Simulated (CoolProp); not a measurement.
Vapour-liquid equilibrium of R13 (1) + CHF3 (R23) (2) at 24 kPa; x and y are mole fractions of (1).

The numbers come from the multi-fluid Helmholtz-energy mixture model, Platzer 1990 and Penoncello 2003; pair parameters Bell 2016 in CoolProp. This equation is an older, rougher fit; its heat capacities, sound speeds and derivatives of the liquid may be far off and weren't checked against measurements.

**Question.** Give the bubble temperature and the first vapour's composition at x = 0.05, 0.125, 0.2. Is there an azeotrope?

**Answer.** x = 0.05: -106.0 °C, y = 0.199; x = 0.125: -107.9 °C, y = 0.350; x = 0.2: -108.8 °C, y = 0.424. y crosses x between x = 0.5 and 0.575: the model has an azeotrope there.

The pair parameters rest on a limited set of measurements; away from them the model extrapolates.
